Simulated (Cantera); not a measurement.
## Reactions in the system C-Ni-S

Source: NASA polynomial tables (part measured, part estimated), evaluated in Cantera. Values are per mole of reaction as written; species without (g) are pure solids or liquids, kept so even where they would boil at 1 bar.

2 C + Ni₃S₄ ⇌ 2 CS₂(g) + 3 Ni

```json
[
 {"T (K)": "350", "ΔH° (kJ)": "534.3", "ΔS° (J/K)": "365.5", "ΔG° (kJ)": "406.4", "log10 K": "-60.65"},
 {"T (K)": "375", "ΔH° (kJ)": "533.9", "ΔS° (J/K)": "364.5", "ΔG° (kJ)": "397.3", "log10 K": "-55.34"},
 {"T (K)": "400", "ΔH° (kJ)": "533.5", "ΔS° (J/K)": "363.4", "ΔG° (kJ)": "388.2", "log10 K": "-50.69"},
 {"T (K)": "425", "ΔH° (kJ)": "533.1", "ΔS° (J/K)": "362.2", "ΔG° (kJ)": "379.1", "log10 K": "-46.59"},
 {"T (K)": "450", "ΔH° (kJ)": "532.5", "ΔS° (J/K)": "361.0", "ΔG° (kJ)": "370.1", "log10 K": "-42.95"},
 {"T (K)": "475", "ΔH° (kJ)": "532.0", "ΔS° (J/K)": "359.8", "ΔG° (kJ)": "361.0", "log10 K": "-39.70"}
]
```
